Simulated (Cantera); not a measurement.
Cantera run:

```python
import numpy as np
import cantera as ct

gas_names = [...]  # 77 gases of nasa_gas.yaml made of C, H, Ti
cond_names = """
    C(gr) C6H6(L) C7H8(L) C8H18(L),n-octa Ti(a) Ti(b) Ti(L) TiC(s) TiC(L)
""".split()


# ... load() reads the species with a 1 bar reference pressure and builds the phases ...
atoms = {
    'Ti': {'Ti': 1},
    'C3H8': {'C': 3, 'H': 8},
}
top_T = {'C(gr)': 4500}  # K; cautious upper limits of use, not melting points


# ... equilibrate(T, P, feed) seeds the gas with the atoms and calls Mixture.equilibrate('TP', solver="vcs", rtol=1e-11, max_steps=5000) ...
results = []
feed = {'Ti': 1, 'C3H8': 1.7}  # mol
P = 58  # Pa
for T in [1198, 1348, 1498, 1648, 1798, 1948, 2098]:
    mix = equilibrate(T, P, feed)
    results.append((T, P, feed, dict(zip(mix.species_names, mix.species_moles))))

top = {s: max(r[3][s] / sum(r[3][g] for g in gas_names) for r in results) for s in gas_names}
cols = sorted((s for s in top if top[s] > 0.0001), key=lambda s: -top[s])[:6]
seen = [c for c in cond_names if any(r[3].get(c, 0) > 1e-12 for r in results)]
print("log10 of partial pressures in bar; condensed amounts in mol")
print(f"{'T/K':>10s}" + "".join(f"{s[:9]:>10s}" for s in cols + seen))
for T, P, feed, n in results:
    ng = sum(n[g] for g in gas_names)
    print(f"{T:10.4g}" + "".join(f"{np.log10(max(n[s] / ng * P / 1e5, 1e-99)):10.3f}" for s in cols)
          + "".join(f"{n.get(c, 0):10.4g}" for c in seen))
```

Result:

```
log10 of partial pressures in bar; condensed amounts in mol
       T/K        H2         H C2H2,acet     C(gr)    TiC(s)
      1198    -3.237    -8.339   -10.241       4.1         1
      1348    -3.237    -7.254    -9.157       4.1         1
      1498    -3.237    -6.383    -8.292       4.1         1
      1648    -3.238    -5.669    -7.588     4.099         1
      1798    -3.243    -5.075    -7.006     4.098         1
      1948    -3.257    -4.576    -6.526     4.093         1
      2098    -3.293    -4.158    -6.138     4.082    0.9999
```

These are equilibrium values from Cantera (NASA tables, ideal gas, pure condensed phases), not measurements of a reactor. TiC: taken at fixed stoichiometry.
